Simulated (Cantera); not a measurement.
What does this Cantera script print?

```python
import numpy as np
import cantera as ct

gas = ct.Solution("gri30.yaml")
gas.TPX = 1300, 280000, {'CH4': 1, 'H2O': 3.5, 'H2': 0.23}
reactor = ct.IdealGasConstPressureReactor(gas, energy="off", clone=False)
net = ct.ReactorNet([reactor])
net.rtol, net.atol = 1e-08, 1e-18
show = ['CH4', 'H2O', 'H2', 'C2H6', 'OH']
times = np.geomspace(0.0006, 300, 14)

steps = ct.SolutionArray(gas, extra=["t"])
rows = []
print(f"{'t/s':>10s}{'T/K':>9s}{'P/Pa':>11s}" + "".join(f"{s:>11s}" for s in show))
for t in times:
    while net.time < t:
        t_next = net.step()
        steps.append(gas.state, t=t_next)
    rows.append([np.interp(t, steps.t, y) for y in (steps.T, steps.P, *steps(*show).X.T)])
    print(f"{t:10.3e}{rows[-1][0]:9.1f}{rows[-1][1]:11.4g}" + "".join(f"{x:11.3e}" for x in rows[-1][2:]))
rate = np.gradient(steps.T, steps.t)
print("integrator steps:", len(steps.t))
if steps.T.max() > steps.T[0] + 200:
    print(f"time of steepest temperature rise: {steps.t[rate.argmax()]:.4e} s")
gas.TPX = 1300, 280000, {'CH4': 1, 'H2O': 3.5, 'H2': 0.23}
gas.equilibrate("TP")
print(f"equilibrium (TP): T = {gas.T:.1f} K  " + "  ".join(f"{s} {gas[s].X[0]:.3e}" for s in show))
```

It prints:

```
       t/s      T/K       P/Pa        CH4        H2O         H2       C2H6         OH
 6.000e-04   1300.0    2.8e+05  2.114e-01  7.400e-01  4.863e-02  3.220e-07  6.125e-09
 1.646e-03   1300.0    2.8e+05  2.114e-01  7.400e-01  4.863e-02  2.535e-06  8.395e-09
 4.518e-03   1300.0    2.8e+05  2.114e-01  7.400e-01  4.864e-02  9.600e-06  8.756e-09
 1.240e-02   1300.0    2.8e+05  2.114e-01  7.400e-01  4.866e-02  2.773e-05  9.382e-09
 3.402e-02   1300.0    2.8e+05  2.112e-01  7.399e-01  4.873e-02  6.783e-05  1.064e-08
 9.334e-02   1300.0    2.8e+05  2.109e-01  7.399e-01  4.898e-02  1.237e-04  1.217e-08
 2.561e-01   1300.0    2.8e+05  2.100e-01  7.395e-01  4.981e-02  1.465e-04  1.277e-08
 7.028e-01   1300.0    2.8e+05  2.076e-01  7.383e-01  5.239e-02  1.448e-04  1.279e-08
 1.928e+00   1300.0    2.8e+05  2.010e-01  7.348e-01  5.968e-02  1.370e-04  1.276e-08
 5.292e+00   1300.0    2.8e+05  1.854e-01  7.261e-01  7.716e-02  1.321e-04  1.306e-08
 1.452e+01   1300.0    2.8e+05  1.586e-01  7.089e-01  1.087e-01  1.776e-04  1.521e-08
 3.984e+01   1300.0    2.8e+05  1.471e-01  6.854e-01  1.358e-01  2.150e-04  1.613e-08
 1.093e+02   1300.0    2.8e+05  1.470e-01  6.522e-01  1.639e-01  1.761e-04  1.391e-08
 3.000e+02   1300.0    2.8e+05  1.384e-01  6.086e-01  2.059e-01  1.240e-04  1.156e-08
integrator steps: 1030
equilibrium (TP): T = 1300.0 K  CH4 2.523e-05  H2O 3.320e-01  H2 5.194e-01  C2H6 1.670e-12  OH 4.003e-09
```

Detailed kinetics in Cantera: GRI-Mech 3.0 (53 species, 325 reactions).
